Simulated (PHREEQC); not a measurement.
Consider water at 20 °C with 0.0045 mol/kgw Cu(NO3)2, 5.2e-05 mol/kgw H2SO4 and 0.00016 mol/kgw FeCl3. Closed to the air; pH follows from the charge balance.

The numbers come from PHREEQC with the ion-association model, phreeqc.dat.

```
quantity               before    after
--------------------  -------  -------
pH                       3.55     3.46
SO4-2 (mol/kgw)       3.73e-5  3.41e-5
CuSO4 (mol/kgw)       1.32e-5  1.51e-5
HSO4- (mol/kgw)       6.55e-7  2.76e-6
CuOH+ (mol/kgw)       1.14e-7  9.01e-8
Cu2(OH)2+2 (mol/kgw)  4.31e-9  3.25e-7
```

**Question.** Which change was made?
A) FeCl3 left out
B) temperature from 20 to 75 °C
C) H2SO4 from 5.2e-05 to 0.00026 mol/kgw
D) H2SO4 from 5.2e-05 to 0.00052 mol/kgw
E) FeCl3 from 0.00016 to 1.6e-05 mol/kgw

**Answer.** B, temperature from 20 to 75 °C

Precipitation was switched off in this run. Some of these states are supersaturated (in Fe(OH)3(a), Hematite (slow to form), Goethite (slow to form), for instance). Constants without temperature data keep their 25 °C values here.
